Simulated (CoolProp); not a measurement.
The numbers come from the reference Helmholtz-energy equation of state, Lemmon 2004 in CoolProp. It is a short technical equation, of lower accuracy than the large ones.

**Question.** Give the vapour pressure (bar), vapour density (kg/m³), liquid cp (kJ/(kg K)), surface tension (mN/m) of saturated n-dodecane at 260.65, 301.75, 342.85 °C.

**Answer.** 
```json
[
 {"T (°C)": "260.65", "p (bar)": "2.62", "vapour density (kg/m³)": "11.7", "liquid cp (kJ/(kg K))": "3.16", "surface tension (mN/m)": "6.84"},
 {"T (°C)": "301.75", "p (bar)": "5.44", "vapour density (kg/m³)": "25.5", "liquid cp (kJ/(kg K))": "3.37", "surface tension (mN/m)": "4.27"},
 {"T (°C)": "342.85", "p (bar)": "10.2", "vapour density (kg/m³)": "55.0", "liquid cp (kJ/(kg K))": "3.71", "surface tension (mN/m)": "1.92"}
]
```

Surface tension comes from a separate correlation (Mulero 2012).
